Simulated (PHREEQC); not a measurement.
Make-up at 80 °C: 0.074 mol HF, 0.00012 mol NH4HF2, 0.0059 mol (NH4)2SiF6 and 5.2e-05 mol H3PO4 per kg of water. Closed to the air; pH follows from the charge balance.

The numbers come from PHREEQC with the ion-association model, wateq4f.dat.

No solid was allowed to form.

Task: Predict the pH, ionic strength.

Result: pH 2.36; ionic strength 0.0228 mol/kgw.

Task: In which forms is P present?

Result: H2PO4- 51 %, H3PO4 49 % of the P.

H3PO4, which wateq4f.dat lacks, is added to it with the constant of phreeqc.dat. Constants without temperature data keep their 25 °C values here. SiF6-2 is the database's only silicon fluoride.
